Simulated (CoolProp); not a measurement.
Vapour-liquid equilibrium of hydrogen sulfide (1) + n-pentane (2) at 345.2 K; x and y are mole fractions of (1).

Computed with CoolProp (multi-fluid Helmholtz-energy mixture model, Lemmon 2006 and Thol 2019; pair parameters Kunz 2012).

```
x     bubble pressure (MPa)  y at the bubble point  dew pressure at overall composition x (MPa)  liquid density (mol/L)
----  ---------------------  ---------------------  -------------------------------------------  ----------------------
0.05                      …                  0.417                                       0.3159                   8.134
0.2                   1.302                      …                                            …                   8.867
0.35                  2.096                  0.860                                       0.4644                   9.743
0.5                       …                      …                                       0.6027                   10.82
0.65                  3.436                  0.925                                       0.8563                   12.19
0.8                   4.167                  0.952                                        1.484                   14.09
0.95                  5.115                  0.987                                            …                       …
```

**Question.** What belongs in the gaps?

**Answer.** 
- 0.05, bubble pressure (MPa): 0.5174
- 0.2, y at the bubble point: 0.771
- 0.2, dew pressure at overall composition x (MPa): 0.3767
- 0.5, bubble pressure (MPa): 2.790
- 0.5, y at the bubble point: 0.899
- 0.95, dew pressure at overall composition x (MPa): 4.112
- 0.95, liquid density (mol/L): 17.01

No azeotrope shows between x = 0.05 and 0.95.

Pair parameters are fitted to limited data, so mixtures are less certain than the pure fluids.
